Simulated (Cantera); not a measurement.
An isothermal, constant-pressure homogeneous reactor starts with 40.7 % N2O, 59.3 % H2O, at 1173 K and 7.35 Torr.

Cantera simulation using GRI-Mech 3.0 (53 species, 325 reactions); the numbers are that mechanism's predictions, not measurements. GRI-Mech 3.0 was tuned for natural gas; its chemistry of N2O as a main component is partial and can be far from experiment. Radical loss at walls, strong at low pressure, is not modelled. The mechanism lacks the step 2 NO + O2 → 2 NO2, which can matter for NO2 below about 1400 K. The temperature is held fixed by assumption; the heat of reaction is taken as removed at once.

x: mole fraction; the columns are a selection and need not sum to one.

| t (s) | x N2O | x H2O | x O2 | x N2 | x HO2 | x H2O2 |
|---|---|---|---|---|---|---|
| 9.00e-5 | 0.407 | 0.593 | 6.23e-9 | 2.66e-7 | 5.37e-12 | <1e-12 |
| 0.000388 | 0.407 | 0.593 | 1.01e-7 | 1.22e-6 | 3.89e-10 | <1e-12 |
| 0.00167 | 0.407 | 0.593 | 1.17e-6 | 6.02e-6 | 2.13e-8 | 8.51e-12 |
| 0.00722 | 0.407 | 0.593 | 7.56e-6 | 2.90e-5 | 6.08e-7 | 1.18e-9 |
| 0.0311 | 0.407 | 0.593 | 4.82e-5 | 0.000142 | 3.95e-6 | 3.90e-8 |
| 0.134 | 0.407 | 0.592 | 0.000319 | 0.000712 | 4.18e-6 | 5.02e-8 |
| 0.579 | 0.403 | 0.592 | 0.00152 | 0.00321 | 3.94e-6 | 4.66e-8 |
| 2.49 | 0.390 | 0.588 | (withheld) | (withheld) | (withheld) | (withheld) |
| 10.8 | (withheld) | 0.576 | (withheld) | (withheld) | (withheld) | (withheld) |
| 46.4 | 0.197 | 0.541 | 0.0822 | 0.170 | 5.92e-7 | 1.36e-8 |
| 200 | 0.0268 | 0.499 | 0.149 | 0.308 | 5.05e-8 | 8.72e-9 |

Task: Fill in the missing entries.

Result: 
- 2.49, x O2: 0.00658
- 2.49, x N2: 0.0137
- 2.49, x HO2: 3.30e-6
- 2.49, x H2O2: 3.81e-8
- 10.8, x N2O: 0.340
- 10.8, x O2: 0.0261
- 10.8, x N2: 0.0542
- 10.8, x HO2: 1.97e-6
- 10.8, x H2O2: 2.40e-8
